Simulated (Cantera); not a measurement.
**Diamond growth**

A diamond (100) surface in a fixed gas of H2 with x(CH4) = 0.021, x(CH3) = 0.0005, at 1023 K, 143 Torr; coverages are run to steady state.

Computed with Cantera and the Harris–Goodwin 1993 mechanism for the reconstructed diamond (100) surface.

| x(H) | growth (µm/h) | θ c6HH | θ c6H* | θ c6*H | θ c6** | θ c6HM |
|---|---|---|---|---|---|---|
| 0.0001 | 8.84 | 0.282 | 0.00795 | 0.153 | 0.00142 | 0.397 |
| 0.00026 | 18.5 | 0.336 | 0.0107 | 0.205 | 0.00329 | 0.317 |
| 0.00065 | 30.9 | 0.414 | 0.0140 | 0.269 | 0.00593 | 0.212 |
| 0.0017 | 42.7 | 0.490 | 0.0171 | 0.327 | 0.00855 | 0.112 |
| 0.0043 | 50.0 | 0.536 | 0.0190 | 0.362 | 0.0102 | 0.0517 |
| 0.011 | 53.6 | 0.559 | 0.0202 | 0.379 | 0.0110 | 0.0217 |
| 0.028 | 55.4 | 0.569 | 0.0213 | 0.386 | 0.0115 | 0.00880 |
| 0.072 | 56.8 | 0.573 | 0.0231 | 0.387 | 0.0119 | 0.00350 |
| 0.18 | 59.0 | 0.574 | 0.0273 | 0.384 | 0.0126 | 0.00145 |
θ: site fractions in the mechanism's names (c6HH fully hydrogenated, c6H* and c6*H radical sites, c6** diradical, c6HM methylated).
